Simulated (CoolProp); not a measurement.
2000 sccm (0 °C, 1 atm) of nitrogen bubbles through liquid dimethyl carbonate at 319.5 K and leaves saturated at a total pressure of 0.15 MPa (ideal gas phase). Each further row changes one setting.

The numbers come from the reference Helmholtz-energy equation of state, Zhou 2011 in CoolProp.

```json
[
 {"case": "as stated", "vapour pressure (kPa)": "19.9", "mole fraction of vapour": "0.133", "delivery (mg/min)": "1230", "delivery (sccm)": "306", "change of delivery for a bath 1 K warmer (%)": "5.1"},
 {"case": "bath temperature 324.5 K", "vapour pressure (kPa)": "24.6", "mole fraction of vapour": "0.164", "delivery (mg/min)": "1580", "delivery (sccm)": "393", "change of delivery for a bath 1 K warmer (%)": "5.1"},
 {"case": "total pressure 0.3 MPa", "vapour pressure (kPa)": "19.9", "mole fraction of vapour": "0.0663", "delivery (mg/min)": "571", "delivery (sccm)": "142", "change of delivery for a bath 1 K warmer (%)": "4.7"}
]
```
